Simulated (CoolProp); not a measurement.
Vapour pressure (bar) of n-undecane: the reference equation beside estimates from Tc = 365.7 °C, pc = 19.90 bar, ω = 0.539. Clausius-Clapeyron is anchored at 241.55 °C with a constant enthalpy of vaporisation of 36.55 kJ/mol.

Values from CoolProp's reference Helmholtz-energy equation of state, Aleksandrov 2011. It is a short technical equation, of lower accuracy than the large ones.

```tsv
T (°C)	reference	Lee-Kesler	Clausius-Clapeyron	van der Waals	Soave-Redlich-Kwong	Peng-Robinson
224.15	1.937	1.968	2.051	6.719	1.980	1.971
232.85	2.323	2.363	2.387	7.288	2.381	2.367
241.55	2.765	2.817	2.765	7.886	2.843	2.821
250.25	3.270	3.334	3.187	8.515	3.371	3.341
258.95	3.844	3.921	3.656	9.174	3.971	3.932
267.65	4.493	4.584	4.176	9.864	4.650	4.601
276.35	5.223	5.329	4.749	10.59	5.414	5.355
285.05	6.042	6.164	5.380	11.34	6.270	6.201
```

Absolute difference from the reference over all 8 rows, mean and median: Lee-Kesler 1.9 and 2.0 %, Clausius-Clapeyron 5.4 and 5.4 %, van der Waals 156.9 and 149.5 %, Soave-Redlich-Kwong 3.1 and 3.2 %, Peng-Robinson 2.2 and 2.2 %.
